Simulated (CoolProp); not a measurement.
Saturated liquid density (kg/m³) of R141b: the reference equation beside estimates from Tc = 477.5 K, pc = 4.212 MPa, ω = 0.220.

The numbers come from the reference Helmholtz-energy equation of state, Lemmon 2006 in CoolProp. It is a short technical equation, of lower accuracy than the large ones.

```tsv
T (K)	reference	Redlich-Kwong	Soave-Redlich-Kwong
331.2	1167	1034	___
348.5	___	___	1029
365.9	1090	___	985.8
383.3	1047	899.7	937.6
400.7	___	845.9	883.1
418	___	785.7	821.1
435.4	885.3	___	747.5
452.8	807.5	630.2	___
470.2	684.4	507.2	521.2
```

Problem. What belongs in the gaps?

Solution. 
- 331.2, Soave-Redlich-Kwong: 1068
- 348.5, reference: 1130
- 348.5, Redlich-Kwong: 992.9
- 365.9, Redlich-Kwong: 948.4
- 400.7, reference: 999.8
- 418, reference: 947.1
- 435.4, Redlich-Kwong: 715.7
- 452.8, Soave-Redlich-Kwong: 655.7

Absolute difference from the reference over all 9 rows, mean and median: Redlich-Kwong 16.7 and 15.4 %, Soave-Redlich-Kwong 13.4 and 11.7 %.
